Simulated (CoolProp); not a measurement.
Model: reference Helmholtz-energy equation of state, Polt 1992, in CoolProp. This equation is an older, rougher fit; its heat capacities, sound speeds and derivatives of the liquid may be far off and weren't checked against measurements.

Question: Give the vapour pressure (MPa), vapour density (kg/m³), enthalpy of vaporisation (kJ/kg) of saturated cyclopropane at 297.8, 342.4, 367.8 K.

Answer: 
| T (K) | p (MPa) | vapour density (kg/m³) | enthalpy of vaporisation (kJ/kg) |
|---|---|---|---|
| 297.8 | 0.718 | 14.0 | 403 |
| 342.4 | 2.04 | 40.8 | 324 |
| 367.8 | 3.32 | 72.8 | 256 |
